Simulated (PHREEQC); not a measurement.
Solution (10 °C): 0.17 mol HF, 0.0016 mol (CH3)4NF, 0.011 mol H2SiF6 and 0.97 mol HCl per kg of water. Closed to the air; pH follows from the charge balance.

Computed with PHREEQC (ion-association model, phreeqc.dat).

Precipitation was switched off in this run.

Question: Estimate the pH, density.

Answer: pH 0.13; density 1.020 g/cm³.

Question: In which forms is F present?

Answer: HF 72 %, SiF6-2 28 % of the F.

Ionic strength above about 0.7 mol/kgw puts this run outside the model's range. (CH3)4N+ isn't in the database: it is added as a free cation with an ion size of 4 Å. At this temperature some constants are extrapolated from 25 °C, and those without enthalpy data are left unchanged. SiF6-2 is the database's only silicon fluoride.
